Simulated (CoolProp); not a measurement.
The numbers come from the reference Helmholtz-energy equation of state, Wu 2011 in CoolProp.

Problem. For dimethyl ether, give the phase and the Z, speed of sound (m/s), Joule-Thomson coefficient (K/MPa), isothermal compressibility (1/MPa) at -78.95 °C and 2.34 MPa; -77.35 °C and 1.8 MPa; 189.75 °C and 2.54 MPa.

Solution. 
- -78.95 °C and 2.34 MPa: liquid; Z 0.0827, speed of sound 1460, Joule-Thomson coefficient -0.407, isothermal compressibility 0.000842
- -77.35 °C and 1.8 MPa: liquid; Z 0.0633, speed of sound 1450, Joule-Thomson coefficient -0.405, isothermal compressibility 0.000859
- 189.75 °C and 2.54 MPa: gas; Z 0.889, speed of sound 277, Joule-Thomson coefficient 6.33, isothermal compressibility 0.444
